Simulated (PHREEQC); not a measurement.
0.055 g of hydrous ferric oxide (600 m²/g; 0.2 weak and 0.005 strong sites per Fe, Dzombak-Morel constants, diffuse double layer) in 1 kg of water with 0.05 mol/kgw of an inert sodium salt, at 25 °C; the pH is set by adding NaOH or the inert anion's acid. O2 is buffered at 0.21 atm. The system is closed to CO2. Precipitation was switched off in this run.

The numbers come from PHREEQC with the ion-association model, wateq4f.dat.

```
pH     surface charge σ (C/m²)  surface potential ψ (mV)
-----  -----------------------  ------------------------
4                        0.294                       160
4.67                     0.218                       145
5.33                     0.146                       124
6                        0.089                        99
6.67                     0.049                       ___
7.33                     0.022                        40
8                        0.003                         6
8.67                       ___                       -29
9.33                    -0.039                       -61
10                      -0.074                       -90
10.67                   -0.126                      -116
11.33                      ___                      -138
12                      -0.281                      -152
```

### Question
Complete the blanks.

### Answer

- 6.67, surface potential ψ (mV): 71
- 8.67, surface charge σ (C/m²): -0.015
- 11.33, surface charge σ (C/m²): -0.195

Species that the database lacks are ignored.
